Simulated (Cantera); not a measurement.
A Cantera script and what it prints.

```python
import numpy as np
import cantera as ct

gas_names = """
    O N2 NO2 O2 N NO N2O
""".split()
cond_names = """

""".split()


def load(file, names, dense=False):
    # The tables refer to 1 bar. Condensed volumes are neglected.
    table = {s.name: s for s in ct.Species.list_from_file(file)}
    out = []
    for n in names:
        d = dict(table[n].input_data)
        d["thermo"] = dict(d["thermo"], **{"reference-pressure": 1e5})
        if dense:
            d["equation-of-state"] = {"model": "constant-volume", "density": "1e6 g/cm^3"}
        out.append(ct.Species.from_dict(d))
    return out


species = {s.name: s for s in load("nasa_gas.yaml", gas_names) + load("nasa_condensed.yaml", cond_names)}
# Each term lists the table entries of one substance; the one whose range holds T is used.
reactions = {
    '4 O(g) + N2(g) = 2 NO2(g)':
        [(-4, ['O']), (-1, ['N2']), (2, ['NO2'])],
    'O2(g) + 2 N(g) = 2 NO(g)':
        [(-1, ['O2']), (-2, ['N']), (2, ['NO'])],
    '2 NO(g) = O2(g) + N2(g)':
        [(-2, ['NO']), (1, ['O2']), (1, ['N2'])],
    '2 NO(g) + N2(g) = 2 N2O(g)':
        [(-2, ['NO']), (-1, ['N2']), (2, ['N2O'])],
}


def pick(names, T):
    return next(species[n] for n in names if species[n].thermo.min_temp <= T <= species[n].thermo.max_temp)


results = []
for label, terms in reactions.items():
    print(label)
    print("     T/K   dH/kJ  dS/(J/K)   dG/kJ   log10 K")
    for T in [300, 673, 748, 823, 898, 973, 1048, 1123, 1198, 1273, 1348]:
        used = [(nu, pick(names, T)) for nu, names in terms]
        dH = sum(nu * s.thermo.h(T) for nu, s in used) / 1e6
        dS = sum(nu * s.thermo.s(T) for nu, s in used) / 1e3
        dG = dH - T * dS / 1e3
        logK = -dG * 1e6 / (ct.gas_constant * T * np.log(10))
        results.append((label, T, dH, dS, dG, logK, [s.name for _, s in used]))
        print(f"{T:8g} {dH:8.1f} {dS:8.1f} {dG:8.1f} {logK:8.2f}")
```

Output:

```
4 O(g) + N2(g) = 2 NO2(g)
     T/K   dH/kJ  dS/(J/K)   dG/kJ   log10 K
     300   -928.4   -355.8   -821.7   143.06
     673   -939.2   -380.5   -683.1    53.02
     748   -940.5   -382.3   -654.5    45.71
     823   -941.6   -383.7   -625.8    39.72
     898   -942.6   -384.9   -597.0    34.72
     973   -943.5   -385.8   -568.1    30.50
    1048   -944.2   -386.6   -539.1    26.87
    1123   -944.9   -387.2   -510.1    23.73
    1198   -945.6   -387.8   -481.0    20.97
    1273   -946.2   -388.3   -451.9    18.54
    1348   -946.7   -388.7   -422.8    16.38
O2(g) + 2 N(g) = 2 NO(g)
     T/K   dH/kJ  dS/(J/K)   dG/kJ   log10 K
     300   -762.8    -90.3   -735.7   128.10
     673   -767.1    -99.6   -700.1    54.33
     748   -767.9   -100.7   -692.6    48.36
     823   -768.6   -101.7   -685.0    43.47
     898   -769.3   -102.5   -677.3    39.40
     973   -770.0   -103.2   -669.6    35.95
    1048   -770.6   -103.8   -661.8    32.99
    1123   -771.2   -104.4   -654.0    30.42
    1198   -771.8   -104.9   -646.2    28.17
    1273   -772.4   -105.3   -638.3    26.19
    1348   -772.9   -105.8   -630.4    24.43
2 NO(g) = O2(g) + N2(g)
     T/K   dH/kJ  dS/(J/K)   dG/kJ   log10 K
     300   -182.5    -24.7   -175.1    30.49
     673   -182.7    -25.2   -165.8    12.87
     748   -182.7    -25.2   -163.9    11.44
     823   -182.8    -25.2   -162.0    10.28
     898   -182.8    -25.3   -160.1     9.31
     973   -182.8    -25.3   -158.2     8.49
    1048   -182.9    -25.3   -156.3     7.79
    1123   -182.9    -25.4   -154.4     7.18
    1198   -182.9    -25.4   -152.5     6.65
    1273   -182.9    -25.4   -150.6     6.18
    1348   -183.0    -25.4   -148.7     5.76
2 NO(g) + N2(g) = 2 N2O(g)
     T/K   dH/kJ  dS/(J/K)   dG/kJ   log10 K
     300    -19.4   -173.2     32.6    -5.67
     673    -19.5   -174.5     97.9    -7.60
     748    -19.0   -173.8    110.9    -7.75
     823    -18.5   -173.0    124.0    -7.87
     898    -17.8   -172.3    136.9    -7.96
     973    -17.1   -171.5    149.8    -8.04
    1048    -16.4   -170.8    162.6    -8.11
    1123    -15.6   -170.1    175.4    -8.16
    1198    -14.8   -169.4    188.1    -8.20
    1273    -14.0   -168.8    200.8    -8.24
    1348    -13.2   -168.1    213.5    -8.27
```

Cantera with NASA thermochemical tables; ideal gases at 1 bar, condensed phases pure. Condensed species are held in their standard states even where they would react or evaporate.
